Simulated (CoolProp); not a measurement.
Properties of water along the isobar 28.3 MPa (Tc = 373.9 °C, pc = 22.06 MPa, ω = 0.344).

Computed with CoolProp (reference Helmholtz-energy equation of state, Wagner 2002).

```json
[
 {"T (°C)": "96.25", "phase": "liquid", "density (kg/m³)": "973.6", "cv (kJ/(kg K))": "3.745", "expansivity (1/kK)": "0.6899", "conductivity (mW/(m K))": "691"},
 {"T (°C)": "116.65", "phase": "liquid", "density (kg/m³)": "959.1", "cv (kJ/(kg K))": "3.648", "expansivity (1/kK)": "0.7831", "conductivity (mW/(m K))": "698"},
 {"T (°C)": "137.15", "phase": "liquid", "density (kg/m³)": "942.9", "cv (kJ/(kg K))": "3.554", "expansivity (1/kK)": "0.8773", "conductivity (mW/(m K))": "700"},
 {"T (°C)": "157.65", "phase": "liquid", "density (kg/m³)": "925.2", "cv (kJ/(kg K))": "3.465", "expansivity (1/kK)": "0.9757", "conductivity (mW/(m K))": "698"},
 {"T (°C)": "178.05", "phase": "liquid", "density (kg/m³)": "906.0", "cv (kJ/(kg K))": "3.383", "expansivity (1/kK)": "(withheld)", "conductivity (mW/(m K))": "692"},
 {"T (°C)": "198.55", "phase": "liquid", "density (kg/m³)": "885.1", "cv (kJ/(kg K))": "3.307", "expansivity (1/kK)": "1.202", "conductivity (mW/(m K))": "(withheld)"},
 {"T (°C)": "219.05", "phase": "liquid", "density (kg/m³)": "862.3", "cv (kJ/(kg K))": "3.237", "expansivity (1/kK)": "1.342", "conductivity (mW/(m K))": "669"},
 {"T (°C)": "239.45", "phase": "liquid", "density (kg/m³)": "837.7", "cv (kJ/(kg K))": "(withheld)", "expansivity (1/kK)": "(withheld)", "conductivity (mW/(m K))": "652"}
]
```

Task: Some entries are withheld; supply them.

Result: 
- 178.05, expansivity (1/kK): 1.082
- 198.55, conductivity (mW/(m K)): 682
- 239.45, cv (kJ/(kg K)): 3.172
- 239.45, expansivity (1/kK): 1.508

Thermal conductivity comes from a separate model (Huber 2012).
